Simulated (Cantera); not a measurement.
Cantera with NASA thermochemical tables; ideal gases at 1 bar, condensed phases pure. Values are per mole of reaction as written; species without (g) are pure solids or liquids, kept so even where they would boil at 1 bar.

2 Cl(g) + 3 Ti₃O₅ = 2 Ti₄O₇ + TiOCl₂(g)

```json
[
 {"T (K)": "498", "ΔH° (kJ)": "___", "ΔS° (J/K)": "___", "ΔG° (kJ)": "___", "log10 K": "___"},
 {"T (K)": "648", "ΔH° (kJ)": "___", "ΔS° (J/K)": "___", "ΔG° (kJ)": "___", "log10 K": "___"},
 {"T (K)": "798", "ΔH° (kJ)": "___", "ΔS° (J/K)": "___", "ΔG° (kJ)": "___", "log10 K": "___"},
 {"T (K)": "948", "ΔH° (kJ)": "-261.3", "ΔS° (J/K)": "-97.4", "ΔG° (kJ)": "-169.0", "log10 K": "9.31"},
 {"T (K)": "1098", "ΔH° (kJ)": "___", "ΔS° (J/K)": "___", "ΔG° (kJ)": "___", "log10 K": "___"},
 {"T (K)": "1248", "ΔH° (kJ)": "-263.9", "ΔS° (J/K)": "-99.7", "ΔG° (kJ)": "-139.6", "log10 K": "5.84"},
 {"T (K)": "1398", "ΔH° (kJ)": "-268.3", "ΔS° (J/K)": "-103.0", "ΔG° (kJ)": "-124.4", "log10 K": "4.65"}
]
```

Task: Complete the blanks.

Result: 
- 498, ΔH° (kJ): -264.9
- 498, ΔS° (J/K): -102.4
- 498, ΔG° (kJ): -213.9
- 498, log10 K: 22.43
- 648, ΔH° (kJ): -264.0
- 648, ΔS° (J/K): -100.9
- 648, ΔG° (kJ): -198.6
- 648, log10 K: 16.01
- 798, ΔH° (kJ): -262.3
- 798, ΔS° (J/K): -98.6
- 798, ΔG° (kJ): -183.6
- 798, log10 K: 12.02
- 1098, ΔH° (kJ): -261.7
- 1098, ΔS° (J/K): -97.7
- 1098, ΔG° (kJ): -154.3
- 1098, log10 K: 7.34
